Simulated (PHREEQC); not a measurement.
# Buffer: speciation

Solution (20 °C): 67 mmol/kgw H3PO4 and 160 mmol/kgw KOH. Closed to the air; pH follows from the charge balance.

Equilibrium calculation in PHREEQC: ion-association model, wateq4f.dat.

Precipitation was switched off in this run.

Estimate the pH.

pH 11.44.

In which forms is P present?

HPO4-2 61 %, PO4-3 35 %, KHPO4- 4.8 % of the P.

H3PO4, which wateq4f.dat lacks, is added to it with the constant of phreeqc.dat.
